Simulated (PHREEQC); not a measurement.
Model water analysis in mg/L, 20 °C, pH 5.89, pe -1.5: Na 1.59; K 0.365; Ca 3.42; Mg 2.59; Cl 6.79; S(6) as SO4 8.92; Alkalinity as HCO3 4.62; Fe(2) 0.045; F 0.00784; Mn(2) 0.317; Si as SiO2 0.035; B 0.000611; Li 0.00083.

Valence states are taken as typed.

All values are PHREEQC results (ion-association model, phreeqc.dat), not measurements.

Each row changes one thing in this solution. This is a speciation only: nothing precipitates in the calculation.

```tsv
case	CO2 (mol/kgw)	MgSO4 (mol/kgw)	CaSO4 (mol/kgw)	MgHCO3+ (mol/kgw)	CaHCO3+ (mol/kgw)	MnSO4 (mol/kgw)	SI of Quartz (SiO2)	SI of Rhodochrosite (MnCO3)
as made	0.000231	1.53e-6	1.02e-6	8.20e-8	6.72e-8	6.47e-8	-2.18	-2.80
pH from 5.89 to 5.5 at the same alkalinity	0.000582	1.53e-6	1.02e-6	8.41e-8	[?]	6.47e-8	-2.18	-3.18
Ca from 3.42 to 10.3 mg/L	0.000230	1.43e-6	2.87e-6	[?]	1.97e-7	6.06e-8	-2.18	-2.81
temperature from 20 to 70 °C at the same typed pH	0.000194	4.36e-6	1.33e-6	1.16e-7	1.00e-7	[?]	-2.83	-2.41
pH from 5.89 to 6.89 at the same alkalinity	2.27e-5	1.53e-6	1.02e-6	[?]	6.60e-8	6.46e-8	-2.18	-1.81
```

### Question
Some entries are withheld; supply them.

### Answer

- pH from 5.89 to 5.5 at the same alkalinity, CaHCO3+ (mol/kgw): 6.89e-8
- Ca from 3.42 to 10.3 mg/L, MgHCO3+ (mol/kgw): 8.01e-8
- temperature from 20 to 70 °C at the same typed pH, MnSO4 (mol/kgw): 1.40e-7
- pH from 5.89 to 6.89 at the same alkalinity, MgHCO3+ (mol/kgw): 8.06e-8

Species that the database lacks are ignored. Away from 25 °C the constants follow the database's enthalpies or fits; those with neither stay at their 25 °C values. SiF6-2 is the database's only silicon fluoride. Real BF4- forms and hydrolyses slowly; the run takes it at equilibrium. Fluoro complexes past AlF4- and FeF3 are missing from the database.
